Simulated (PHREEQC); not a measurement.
Dissolve 2.5 mmol/kgw HF and 94 mmol/kgw (NH4)2SiF6 at 25 °C. Closed to the air; pH follows from the charge balance.

Model: ion-association model, phreeqc.dat, run in PHREEQC.

```tsv
quantity	before	after
pH	2.92	3.11
HF (mol/kgw)	0.00269	0.00196
F- (mol/kgw)	0.00236	0.00211
H4SiO4 (mol/kgw)	0.000434	0.000600
HF2- (mol/kgw)	2.40e-5	1.58e-5
SI of Chalcedony (SiO2)	+0.22	+0.34
```

Task: Name the change that produced these shifts.
A. HF from 0.0025 to 0.00125 mol/kgw
B. HF replaced by HBF4 at the same molality
C. diluted 5-fold with water
D. (NH4)2SiF6 from 0.094 to 0.047 mol/kgw
E. temperature from 25 to 45 °C

Result: C, diluted 5-fold with water

No solid was allowed to form. Some of these states are supersaturated (in Quartz (slow to form), Chalcedony (slow to form), for instance). SiF6-2 is the database's only silicon fluoride.
